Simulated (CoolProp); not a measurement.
Vapour-liquid equilibrium of C2F6 (R116) (1) + propane (2) at -23.55 °C; x and y are mole fractions of (1).

Computed with CoolProp (multi-fluid Helmholtz-energy mixture model, Lemmon 2006 and Lemmon 2009; pair parameters Bell 2016).

```csv
x,bubble pressure (MPa),y at the bubble point,dew pressure at overall composition x (MPa),liquid density (mol/L)
0.05,0.4040,0.465,0.2263,12.47
0.2,0.6798,0.690,0.2695,11.85
0.35,0.7659,0.734,0.3323,11.27
0.5,0.8103,0.761,0.4317,10.74
0.65,0.8541,0.797,0.6093,10.28
0.8,0.8996,0.857,0.8570,9.908
0.95,0.9333,0.956,0.9322,9.632
```

No azeotrope shows between x = 0.05 and 0.95.

The pair parameters rest on a limited set of measurements; away from them the model extrapolates. With so large a gap from Raoult's law the liquid may split in two, which this calculation doesn't test in full.
